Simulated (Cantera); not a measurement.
Feed: 1 mol Si2H6, 1.5 mol O3, 31 mol N2, held at 100 Torr.

Cantera equilibrium calculation (NASA polynomials, part measured and part estimated; ideal gas, pure solids and liquids). Candidate condensed phases: H2O, Si, SiO2, Si2N2O, Si3N4; 35 gas species. The feed counts by its element totals alone. Kinetics and transport are ignored.

### Question
At 700 °C, list the 3 most abundant gas species with their mole fractions, and the condensed phases.

### Answer
N2 0.912, H2 0.0735, H2O 0.0147. Condensed: SiO2(β-quartz).
